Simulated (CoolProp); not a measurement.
Properties of ammonia along the isotherm -31.75 °C.

Computed with CoolProp (reference Helmholtz-energy equation of state, Gao 2020).

| p (MPa) | phase | density (kg/m³) | cp (kJ/(kg K)) | isothermal compressibility (1/MPa) | viscosity (µPa s) |
|---|---|---|---|---|---|
| 0.316 | liquid | 679.8 | 4.470 | 0.0007561 | 249 |
| 0.492 | liquid | 679.9 | 4.470 | 0.0007551 | 250 |
| 0.767 | liquid | 680.0 | 4.469 | 0.0007537 | 250 |
| 1.19 | liquid | 680.3 | 4.467 | 0.0007515 | 251 |
| 1.86 | liquid | 680.6 | 4.464 | 0.0007480 | 251 |
| 2.89 | liquid | 681.1 | 4.460 | 0.0007428 | 253 |
| 4.51 | liquid | 681.9 | 4.454 | 0.0007347 | 255 |
| 7.02 | liquid | 683.2 | 4.444 | 0.0007227 | 258 |
| 10.9 | liquid | 685.1 | 4.430 | 0.0007049 | 262 |
| 17 | liquid | 688.0 | 4.410 | 0.0006790 | 269 |
| 26.5 | liquid | 692.3 | 4.381 | 0.0006429 | 280 |
| 41.2 | liquid | 698.6 | 4.343 | 0.0005953 | 297 |
| 64.2 | liquid | 707.8 | 4.295 | 0.0005356 | 322 |

Viscosity comes from a separate model (Fenghour 1995).
